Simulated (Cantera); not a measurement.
Feed: 1 mol FeS, 0.76 mol SO₂, 0.36 mol O₂, equilibrated at 875 K and 1.20 bar.

Cantera equilibrium calculation (NASA polynomials, part measured and part estimated; ideal gas, pure solids and liquids). Candidate condensed phases: Fe, FeO, FeS, FeSO₄, FeS₂, Fe₂O₃, Fe₂(SO₄)₃, Fe₃O₄, S; 12 gas species. Gases not in the tables: S₃ to S₇. Kinetics and transport are ignored.

Base state: SO₂ 0.991, S₂ 0.00729, S₂O 0.00162 (mole fractions); condensed: FeS₂(s) + Fe₃O₄(s).

Q: What changes in the equilibrium state with this change: temperature from 875 K to 1525 K?

A: 
```tsv
species	before	after
SO₂	0.991	0.870
S₂	0.00729	0.115
S₂O	0.00162	0.00957
S	<1e-9	1.67e-5
SO	2.27e-6	0.00523
FeS₂(s), mol	0.485	0
Fe₃O₄(s), mol	0.172	0
FeO(s), mol	0	0.411
FeS(l), mol	0	0.589
```
Metal and sulfide melt together well below either melting point, which pure phases cannot show. Mutual solubility and eutectic melting of coexisting phases are not modelled. The tables' stoichiometric FeO is somewhat more stable than real wüstite, so its field is too wide. FeO, FeS: taken at fixed stoichiometry.

Q: What changes in the equilibrium state with this change: temperature from 875 K to 1350 K?

A: 
```json
[
 {"species": "SO₂", "before": "0.991", "after": "0.915"},
 {"species": "S₂", "before": "0.00729", "after": "0.0757"},
 {"species": "S₂O", "before": "0.00162", "after": "0.00748"},
 {"species": "SO", "before": "2.27e-6", "after": "0.00140"},
 {"species": "FeS₂(s), mol", "before": "0.485", "after": "0"},
 {"species": "Fe₃O₄(s), mol", "before": "0.172", "after": "0.104"},
 {"species": "FeS(s), mol", "before": "0", "after": "0.687"}
]
```
Mutual solubility and eutectic melting of coexisting phases are not modelled. FeS: taken at fixed stoichiometry.
